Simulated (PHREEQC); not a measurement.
0.033 g of hydrous ferric oxide (600 m²/g; 0.2 weak and 0.005 strong sites per Fe, Dzombak-Morel constants, diffuse double layer) in 1 kg of water with 0.001 mol/kgw of an inert sodium salt and 2.1e-07 mol Na2HAsO4 and 4.9e-05 mol NaH2PO4, at 25 °C; the pH is set by adding NaOH or the inert anion's acid. Oxygen alone is held at its pressure in air (log pO2 = -0.68). CO2 from the air is kept out. Precipitation was switched off in this run.

All values are PHREEQC results (ion-association model, wateq4f.dat), not measurements.

```tsv
pH	As sorbed (%)	P sorbed (%)	surface charge σ (C/m²)	surface potential ψ (mV)
3	99.9	99.7	0.052	152
3.5	99.9	99.5	0.029	133
4	99.8	98.8	0.016	109
4.5	99.5	97.3	0.009	84
5	98.9	94.4	0.006	60
5.5	98.0	89.8	0.003	38
6	96.6	84.2	0.001	17
6.5	94.7	77.5	0.000	-1
7	91.8	69.2	-0.001	-16
7.5	86.9	57.5	-0.002	-29
8	80.6	41.6	-0.003	-40
8.5	76.4	24.3	-0.005	-51
9	70.2	10.1	-0.006	-64
9.5	45.8	2.4	-0.010	-83
10	12.8	0.3	-0.017	-107
10.5	2.2	0.0	-0.030	-133
11	0.4	0.0	-0.056	-155
```

H3PO4, which wateq4f.dat lacks, is added to it with the constant of phreeqc.dat. The oxide is taken as insoluble; below pH 4 it would dissolve.
